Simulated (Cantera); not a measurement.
A Cantera script and its output.

```python
import numpy as np
import cantera as ct

gas = ct.Solution("gri30.yaml")
gas.TPX = 650, 120000, {'CH4': 1, 'CO': 0.062, 'O2': 1.85, 'N2': 6.94}
flame = ct.FreeFlame(gas, width=0.035)
flame.set_refine_criteria(ratio=3, slope=0.08, curve=0.16)
flame.transport_model = "unity-Lewis-number"
flame.solve(loglevel=0, auto=True)
z, T = flame.grid, flame.T
thick = (T[-1] - T[0]) / np.gradient(T, z).max()
show = ['CH4', 'CO', 'O2', 'CO2', 'H2', 'NO']
print(f"laminar burning velocity  {flame.velocity[0] * 100:.3f} cm/s")
print(f"burnt temperature         {T[-1]:.1f} K")
print(f"thermal thickness         {thick * 1e3:.4f} mm")
print(f"grid points               {len(z)}")
z0 = z[flame.heat_release_rate.argmax()]
print(f"{'z/mm':>9s}{'T/K':>9s}{'u/(m/s)':>9s}" + "".join(f"{s:>11s}" for s in show))
rows = []
for k in (-3, -2, -1.5, -1, -0.5, -0.25, 0, 0.25, 0.5, 1, 2, 4, 8):
    zz = z0 + k * thick
    rows.append([k * thick, np.interp(zz, z, T), np.interp(zz, z, flame.velocity),
                 *(np.interp(zz, z, flame.X[gas.species_index(s)]) for s in show)])
    print(f"{rows[-1][0] * 1e3:9.3f}{rows[-1][1]:9.1f}{rows[-1][2]:9.3f}" + "".join(f"{x:11.3e}" for x in rows[-1][3:]))
```

Output:

```
laminar burning velocity  101.535 cm/s
burnt temperature         2414.6 K
thermal thickness         0.3182 mm
grid points               134
     z/mm      T/K  u/(m/s)        CH4         CO         O2        CO2         H2         NO
   -0.954    650.6    1.016  1.015e-01  6.316e-03  1.877e-01  1.404e-05  1.439e-05  1.144e-08
   -0.636    654.9    1.023  1.011e-01  6.478e-03  1.873e-01  1.161e-04  1.190e-04  9.480e-08
   -0.477    670.3    1.048  1.000e-01  7.061e-03  1.857e-01  4.819e-04  4.941e-04  3.960e-07
   -0.318    751.9    1.178  9.400e-02  1.018e-02  1.773e-01  2.442e-03  2.504e-03  2.055e-06
   -0.159   1137.1    1.805  6.403e-02  2.579e-02  1.352e-01  1.225e-02  1.255e-02  1.094e-05
   -0.080   1530.7    2.467  3.209e-02  4.272e-02  8.936e-02  2.309e-02  2.313e-02  2.122e-05
    0.000   1915.9    3.138  4.923e-03  5.758e-02  4.074e-02  3.655e-02  2.844e-02  3.601e-05
    0.080   2048.0    3.362  1.496e-04  5.417e-02  2.019e-02  4.801e-02  2.279e-02  5.154e-05
    0.159   2089.5    3.422  2.534e-06  4.813e-02  1.553e-02  5.469e-02  2.166e-02  6.035e-05
    0.318   2145.1    3.498  3.637e-09  4.327e-02  1.281e-02  5.999e-02  2.133e-02  7.005e-05
    0.636   2214.6    3.592  1.663e-13  4.032e-02  1.035e-02  6.351e-02  1.956e-02  8.452e-05
    1.273   2288.6    3.690  1.474e-15  3.738e-02  7.706e-03  6.706e-02  1.711e-02  1.092e-04
    2.545   2350.1    3.771  1.360e-15  3.445e-02  5.336e-03  7.050e-02  1.497e-02  1.493e-04
```

Cantera simulation using GRI-Mech 3.0 (53 species, 325 reactions); the numbers are that mechanism's predictions, not measurements. Unity Lewis numbers drop preferential diffusion, which matters most where H2 and H carry the flame. Burning velocities carry a grid error of a few per cent, more on coarse grids.
